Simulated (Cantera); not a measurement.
What does this Cantera script print?

```python
import numpy as np
import cantera as ct

gas_names = """
    B BH BH2 BH3 BN BO BO2 B2 B2O B2O2 B2O3 B3O3H3 H HBO HBO2 HNO HNO2 HNO3 HO2 H2 H2O H2O2 H3B3O6 N NH
    NH2 NH3 NH2OH NO NO2 NO3 N2 N2H2 N2H4 N2O O OH O2 O3
""".split()
cond_names = """
    B(b) B(L) BN(s) B2O3(L) B3O3H3(cr) H2O(s) H2O(L)
""".split()


# ... load() reads the species with a 1 bar reference pressure and builds the phases ...
atoms = {
    'borazine': {'B': 3, 'N': 3, 'H': 6},
    'O2': {'O': 2},
    'N2': {'N': 2},
}
top_T = {'BN(s)': 3200}  # K; cautious upper limits of use, not melting points


# ... equilibrate(T, P, feed) seeds the gas with the atoms and calls Mixture.equilibrate('TP', solver="vcs", rtol=1e-11, max_steps=5000) ...
results = []
T = 2200  # K
P = 133.322  # Pa
for m in [0.69, 0.9, 1.2, 1.5, 2, 2.6, 3.3]:
    feed = {'borazine': 1, 'O2': m, 'N2': 140}  # mol
    mix = equilibrate(T, P, feed)
    results.append((T, P, feed, dict(zip(mix.species_names, mix.species_moles))))

top = {s: max(r[3][s] / sum(r[3][g] for g in gas_names) for r in results) for s in gas_names}
cols = sorted((s for s in top if top[s] > 1e-05), key=lambda s: -top[s])[:6]
seen = [c for c in cond_names if any(r[3].get(c, 0) > 1e-12 for r in results)]
print("log10 of partial pressures in bar; condensed amounts in mol")
print(f"{'n(O2)':>10s}" + "".join(f"{s[:9]:>10s}" for s in cols + seen))
for T, P, feed, n in results:
    ng = sum(n[g] for g in gas_names)
    print(f"{feed['O2']:10.4g}" + "".join(f"{np.log10(max(n[s] / ng * P / 1e5, 1e-99)):10.3f}" for s in cols)
          + "".join(f"{n.get(c, 0):10.4g}" for c in seen))
```

Result:

```
log10 of partial pressures in bar; condensed amounts in mol
     n(O2)        N2        BO         H        H2      HBO2       H2O      B(b)
      0.69    -2.893    -4.942    -4.652    -4.806   -10.870   -11.477     1.277
       0.9    -2.894    -4.828    -4.654    -4.809   -10.646   -11.368    0.8475
       1.2    -2.896    -4.707    -4.656    -4.814   -10.405   -11.251    0.2338
       1.5    -2.896    -4.604    -4.658    -4.818    -8.046    -8.997         0
         2    -2.895    -4.825    -4.683    -4.868    -5.411    -6.167         0
       2.6    -2.894    -5.125    -4.740    -4.982    -5.059    -5.571         0
       3.3    -2.894    -5.410    -4.828    -5.157    -4.924    -5.239         0
```

Method: chemical equilibrium by Gibbs-energy minimisation in Cantera with the NASA 1993 tables (ideal gas, pure condensed phases). The feed counts by its element totals alone. The tables' values for BH2 are old estimates; treat these amounts as uncertain.
